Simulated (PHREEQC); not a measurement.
# Polishing slurry liquid: an equilibrium model

Dissolve 5.5 mmol/kgw KOH and 0.0013 mmol/kgw H4SiO4 at 10 °C. Closed to the air; pH follows from the charge balance.

Computed with PHREEQC (ion-association model, phreeqc.dat).

```yaml
pH: 12.24
ionic_strength: 0.00550 mol/kgw
specific_conductance: 965 µS/cm
total_alkalinity: 5.50 meq/kg
```

```tsv
species	molality	activity	log γ
K+	0.00550	0.00509	-0.034
OH-	0.00550	0.00508	-0.034
H3SiO4-	1.23e-6	1.14e-6	-0.034
H2SiO4-2	6.21e-8	4.60e-8	-0.131
H4SiO4	7.94e-9	7.95e-9	0.001
```

No solid was allowed to form. Away from 25 °C the constants follow the database's enthalpies or fits; those with neither stay at their 25 °C values.
